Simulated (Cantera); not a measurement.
Input (Python, Cantera):

```python
import numpy as np
import cantera as ct

gas = ct.Solution("h2o2.yaml")
gas.TPX = 973, 2666, {'H2': 0.21, 'O2': 1}
inlet = ct.Reservoir(gas, clone=True)

reactor = ct.IdealGasConstPressureReactor(gas, energy="off", clone=False)
exhaust = ct.Reservoir(gas, clone=True)
tau = [0.78, 0.26, 0.085, 0.028, 0.0092, 0.003, 0.001, 0.00033][0]
for a, b in ((inlet, reactor), (reactor, exhaust)):
    ct.MassFlowController(a, b, mdot=lambda t: reactor.mass / tau)
net = ct.ReactorNet([reactor])
show = ['H2', 'O2', 'H2O2', 'O', 'HO2']

rows = []
print(f"{'tau/s':>10s}{'T/K':>9s}" + "".join(f"{s:>11s}" for s in show))
for tau in [0.78, 0.26, 0.085, 0.028, 0.0092, 0.003, 0.001, 0.00033]:
    net.initial_time = 0.0
    net.advance(30 * tau)
    before = gas.X
    net.advance(40 * tau)
    drift = np.max(np.abs(gas.X - before) / (gas.X + 1e-9))
    rows.append([gas.T, *gas[show].X, drift])
    print(f"{tau:10.3e}{gas.T:9.1f}" + "".join(f"{x:11.3e}" for x in gas[show].X))
```

It prints:

```
     tau/s      T/K         H2         O2       H2O2          O        HO2
 7.800e-01    973.0  1.454e-03  8.094e-01  6.658e-07  5.555e-04  1.355e-05
 2.600e-01    973.0  2.720e-03  8.089e-01  8.146e-07  1.075e-03  1.865e-05
 8.500e-02    973.0  5.044e-03  8.078e-01  9.699e-07  2.047e-03  2.396e-05
 2.800e-02    973.0  9.185e-03  8.058e-01  1.109e-06  3.774e-03  2.843e-05
 9.200e-03    973.0  1.660e-02  8.018e-01  1.186e-06  6.732e-03  3.099e-05
 3.000e-03    973.0  3.003e-02  7.948e-01  1.141e-06  1.120e-02  3.056e-05
 1.000e-03    973.0  5.424e-02  7.879e-01  9.801e-07  1.514e-02  2.673e-05
 3.300e-04    973.0  1.016e-01  7.956e-01  7.014e-07  1.263e-02  2.028e-05
```

Detailed kinetics in Cantera: the H2/O2 subset of GRI-Mech 3.0, which has no nitrogen chemistry. Radical loss at walls, strong at low pressure, is not modelled. The temperature is held fixed by assumption; the heat of reaction is taken as removed at once.
